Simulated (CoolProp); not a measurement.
A single-stage vapour-compression cycle with isohexane: evaporating at 288.15 K (dew point), condensing at 350.15 K (bubble point), superheat 10 K, subcooling 8 K, compressor efficiency 0.6, no pressure losses. Each further row changes one setting.

The numbers come from the reference Helmholtz-energy equation of state, Lemmon 2006 in CoolProp. It is a short technical equation, of lower accuracy than the large ones.

| case | cooling COP | pressure ratio | discharge temperature (K) | refrigerating effect (kJ/kg) | volumetric capacity (kJ/m³) |
|---|---|---|---|---|---|
| as stated | 2.25 | 9.15 | 361.9 | 245 | 158 |
| evaporating temperature 293.15 K | 2.56 | 7.34 | 360.9 | … | 201 |
| condensing temperature 345.15 K | 2.53 | 7.92 | 357.8 | 257 | 166 |
| subcooling 13 K | … | 9.15 | 361.9 | 257 | 166 |
| superheat 20 K | … | 9.15 | 372.3 | … | … |
| compressor efficiency 0.5 | 1.87 | 9.15 | … | 245 | 158 |

**Question.** Some entries are withheld; supply them.

**Answer.** 
- evaporating temperature 293.15 K, refrigerating effect (kJ/kg): 253
- subcooling 13 K, cooling COP: 2.36
- superheat 20 K, cooling COP: 2.31
- superheat 20 K, refrigerating effect (kJ/kg): 262
- superheat 20 K, volumetric capacity (kJ/m³): 163
- compressor efficiency 0.5, discharge temperature (K): 372.6
